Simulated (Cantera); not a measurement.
**Transport properties of process gases**

Gas mixture: 100 % N₂, at 20.0 Torr, frozen composition.

Cantera's kinetic-theory transport with the Lennard-Jones parameters of GRI-Mech 3.0, ideal gas; thermal conductivity in the mixture-averaged form.

```json
[
 {"T (K)": "400", "ρ (kg/m³)": "0.0225", "cp (J/kg/K)": "1047", "μ (µPa s)": "22.3", "λ (mW/m/K)": "32.8", "Pr": "0.713", "D (cm²/s) H₂O": "15.1", "D (cm²/s) O": "20.3", "D (cm²/s) H": "77.3"},
 {"T (K)": "500", "ρ (kg/m³)": "0.0180", "cp (J/kg/K)": "1058", "μ (µPa s)": "26.1", "λ (mW/m/K)": "39.0", "Pr": "0.708", "D (cm²/s) H₂O": "22.9", "D (cm²/s) O": "29.7", "D (cm²/s) H": "114"},
 {"T (K)": "600", "ρ (kg/m³)": "0.0150", "cp (J/kg/K)": "1074", "μ (µPa s)": "29.6", "λ (mW/m/K)": "45.2", "Pr": "0.704", "D (cm²/s) H₂O": "32.0", "D (cm²/s) O": "40.4", "D (cm²/s) H": "156"},
 {"T (K)": "700", "ρ (kg/m³)": "0.0128", "cp (J/kg/K)": "1095", "μ (µPa s)": "32.8", "λ (mW/m/K)": "51.2", "Pr": "0.702", "D (cm²/s) H₂O": "42.2", "D (cm²/s) O": "52.3", "D (cm²/s) H": "202"},
 {"T (K)": "800", "ρ (kg/m³)": "0.0112", "cp (J/kg/K)": "1121", "μ (µPa s)": "35.8", "λ (mW/m/K)": "57.1", "Pr": "0.703", "D (cm²/s) H₂O": "53.6", "D (cm²/s) O": "65.4", "D (cm²/s) H": "253"},
 {"T (K)": "900", "ρ (kg/m³)": "0.00998", "cp (J/kg/K)": "1147", "μ (µPa s)": "38.7", "λ (mW/m/K)": "62.9", "Pr": "0.706", "D (cm²/s) H₂O": "65.9", "D (cm²/s) O": "79.6", "D (cm²/s) H": "309"},
 {"T (K)": "1000", "ρ (kg/m³)": "0.00898", "cp (J/kg/K)": "1169", "μ (µPa s)": "41.5", "λ (mW/m/K)": "68.6", "Pr": "0.708", "D (cm²/s) H₂O": "79.2", "D (cm²/s) O": "94.9", "D (cm²/s) H": "368"}
]
```
D: mixture-averaged diffusion coefficient of that species in the mixture.
